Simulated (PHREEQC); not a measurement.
## Copper plating or etch bath (model solution)

Consider water at 25 °C with 0.29 mol/kgw Cu(NO3)2 and 0.00025 mol/kgw HCl. It is in equilibrium with CO2 at log p = -3.4 (atm). Otherwise closed; pH follows from the charge balance.

Equilibrium calculation in PHREEQC: ion-association model, phreeqc.dat.

Each row changes one thing in this solution. No solid was allowed to form.

```csv
case,pH,CO2 (mol/kgw),HCO3- (mol/kgw)
as made,3.68,1.11e-5,4.33e-8
HCl left out,4.04,1.11e-5,9.76e-8
0.012 mol/kgw H2SO4 added,1.77,1.11e-5,5.26e-10
Cu(NO3)2 from 0.29 to 0.145 mol/kgw,3.69,1.22e-5,___
Cu(NO3)2 left out,3.61,___,2.50e-8
temperature from 25 to 40 °C,___,___,3.01e-8
HCl replaced by CuCl2 at the same molality,4.04,1.11e-5,9.76e-8
```

Q: What belongs in the gaps?

A: 
- Cu(NO3)2 from 0.29 to 0.145 mol/kgw, HCO3- (mol/kgw): 4.21e-8
- Cu(NO3)2 left out, CO2 (mol/kgw): 1.36e-5
- temperature from 25 to 40 °C, pH: 3.62
- temperature from 25 to 40 °C, CO2 (mol/kgw): 7.73e-6

The ionic strength passes 0.7 mol/kgw, the rough limit of the ion-association models, in as made; HCl left out; 0.012 mol/kgw H2SO4 added; temperature from 25 to 40 °C; HCl replaced by CuCl2 at the same molality. Away from 25 °C the constants follow the database's enthalpies or fits; those with neither stay at their 25 °C values.
